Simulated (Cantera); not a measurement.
What does this Cantera script print?

```python
import numpy as np
import cantera as ct

surf = ct.Interface("ptcombust.yaml", "Pt_surf")
gas = surf.adjacent["gas"]
gas.TPX = 775, 37000, {'CO': 0.0048, 'O2': 0.061, 'N2': 0.79, 'H2O': 0.099}
surf.TP = 775, 37000
reactor = ct.FlowReactor(gas, clone=False)
reactor.area = 0.0001  # m2
reactor.surface_area_to_volume_ratio = 470  # 1/m
reactor.mass_flow_rate = 0.15 * reactor.area * gas.density  # inlet velocity 0.15 m/s
reactor.energy_enabled = False
wall = ct.ReactorSurface(surf, reactor, clone=False)
net = ct.ReactorNet([reactor])
net.rtol, net.atol = 1e-8, 1e-16
show, cover = ['CO', 'O2', 'H2O', 'CO2'], ['PT(S)', 'H(S)', 'O(S)', 'OH(S)', 'CO(S)', 'C(S)']

rows = []
print(f"{'z/m':>9s}{'u/(m/s)':>9s}" + "".join(f"{s:>13s}" for s in show + cover))
for z in [0.00016, 0.00031, 0.0006, 0.0012, 0.0022, 0.0043, 0.0084, 0.016]:
    net.advance(z)
    rows.append([reactor.speed, *gas[show].X, *surf[cover].coverages])
    print(f"{z:9.4g}{rows[-1][0]:9.3g}" + "".join(f"{x:13.4e}" for x in rows[-1][1:]))
```

It prints:

```
      z/m  u/(m/s)           CO           O2          H2O          CO2        PT(S)         H(S)         O(S)        OH(S)        CO(S)         C(S)
  0.00016     0.15   1.5490e-03   6.2256e-02   1.0387e-01   3.4870e-03   5.8928e-02   1.9379e-08   9.3496e-01   5.6355e-03   4.5958e-04   5.3091e-17
  0.00031     0.15   9.7366e-04   6.1986e-02   1.0390e-01   4.0638e-03   5.3647e-02   1.6784e-08   9.4071e-01   5.3943e-03   2.3802e-04   2.4879e-17
   0.0006     0.15   4.5382e-04   6.1742e-02   1.0392e-01   4.5849e-03   5.0034e-02   1.5088e-08   9.4464e-01   5.2210e-03   9.6116e-05   9.3311e-18
   0.0012     0.15   1.0999e-04   6.1580e-02   1.0394e-01   4.9296e-03   4.8049e-02   1.4184e-08   9.4680e-01   5.1227e-03   2.1438e-05   1.9941e-18
   0.0022     0.15   1.1496e-05   6.1534e-02   1.0395e-01   5.0284e-03   4.7528e-02   1.3950e-08   9.4736e-01   5.0965e-03   2.1908e-06   2.0145e-19
   0.0043     0.15   1.0452e-07   6.1529e-02   1.0395e-01   5.0398e-03   4.7469e-02   1.3923e-08   9.4743e-01   5.0935e-03   1.9869e-08   1.8246e-21
   0.0084     0.15   1.0861e-11   6.1529e-02   1.0395e-01   5.0399e-03   4.7468e-02   1.3923e-08   9.4743e-01   5.0935e-03   2.0645e-12   1.8959e-25
    0.016     0.15   2.7760e-18   6.1529e-02   1.0395e-01   5.0399e-03   4.7468e-02   1.3923e-08   9.4743e-01   5.0935e-03   1.5757e-18   1.6010e-31
```

Cantera simulation using Deutschmann's 1995 Pt surface mechanism with GRI-Mech 3.0 gas chemistry; the numbers are that mechanism's predictions, not measurements. Catalytic surfaces can have several steady states; this one follows from the mechanism file's or the stated starting coverage. Mass transfer to the wall is taken as infinitely fast.
